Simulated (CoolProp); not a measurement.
Values from CoolProp's reference Helmholtz-energy equation of state, Thol 2019.

**Question.** For n-hexane, give the phase and the cp (kJ/(kg K)), speed of sound (m/s), conductivity (mW/(m K)), Prandtl number at 476.7 K and 1.01 bar; 523 K and 1.01 bar.

**Answer.** 
- 476.7 K and 1.01 bar: gas; cp 2.46, speed of sound 216, conductivity 32.5, Prandtl number 0.754
- 523 K and 1.01 bar: gas; cp 2.63, speed of sound 227, conductivity 38.5, Prandtl number 0.747

Viscosity comes from a separate model (Michailidou 2013). Thermal conductivity comes from a separate model (Assael 2013).
